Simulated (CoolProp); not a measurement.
Values from CoolProp's reference Helmholtz-energy equation of state, Zhou 2014.

For cyclohexane, give the phase and the Z, cp (kJ/(kg K)), cv (kJ/(kg K)), isothermal compressibility (1/MPa) at 620 K and 11.1 MPa; 620 K and 29.7 MPa; 620 K and 40.8 MPa.


- 620 K and 11.1 MPa: supercritical; Z 0.464, cp 3.67, cv 2.78, isothermal compressibility 0.0502
- 620 K and 29.7 MPa: supercritical; Z 0.915, cp 3.20, cv 2.75, isothermal compressibility 0.00691
- 620 K and 40.8 MPa: supercritical; Z 1.18, cp 3.15, cv 2.75, isothermal compressibility 0.00450
